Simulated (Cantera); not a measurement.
A perfectly stirred reactor is fed with CH4 : CO : O2 : N2 : H2O = 1 : 0.087 : 2.35 : 8.83 : 0.025 (molar parts), equivalence ratio 0.87, at 0.306 atm; it is adiabatic with a 673 K inlet, and is followed from long to short residence time, starting on the burning branch (τ in s: 0.027, 0.013, 0.0065, 0.0032, 0.0015, 0.00076, 0.00037, 0.00018, 8.9e-05).

Model: GRI-Mech 3.0 (53 species, 325 reactions), integrated in Cantera.

One state of this run: T (K) = 2161; x CH4 = 1.86e-5; x CO = 0.0172; x O2 = 0.0331; x N2O = 7.91e-8; x H2 = 0.00693; x C2H = 1.46e-11. x: mole fraction; the columns are a selection and need not sum to one.

**Question.** Which value of τ (s) does it belong to?
A) 0.0065
B) 0.00076
C) 0.013
D) 0.00037

**Answer.** C, 0.013
